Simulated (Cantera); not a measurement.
A closed system holds: 1 mol BN, 0.23 mol N₂, equilibrated at 1 atm.

Equilibrium computed with Cantera from the NASA thermochemical tables; the gas is ideal and each condensed phase is pure. Candidate condensed phases: B, BN; 12 gas species. Ions and electrons are included (thermal ionisation). The numbers say what is thermodynamically allowed, not how fast it happens.

Task: Which condensed phases are stable at each of these points (T (K)): 2000, 2250, 2500, 2750, 3000, 3250, 3500, 3750, 4000, 4250, 4500, 4750, 5000?

Result: 
| T (K) | condensed phases | B condensed (%) |
|---|---|---|
| 2000 | BN(s) | 100.0 |
| 2250 | BN(s) | 100.0 |
| 2500 | BN(s) | 100.0 |
| 2750 | BN(s) | 100.0 |
| 3000 | B(l) | 99.6 |
| 3250 | B(l) | 98.2 |
| 3500 | B(l) | 93.3 |
| 3750 | B(l) | 75.8 |
| 4000 | gas only | 0.0 |
| 4250 | gas only | 0.0 |
| 4500 | gas only | 0.0 |
| 4750 | gas only | 0.0 |
| 5000 | gas only | 0.0 |

From 2000 K to 2750 K the condensed part is BN(s). From 3000 K to 3750 K the condensed part is B(l). From 4000 K to 5000 K nothing is condensed.
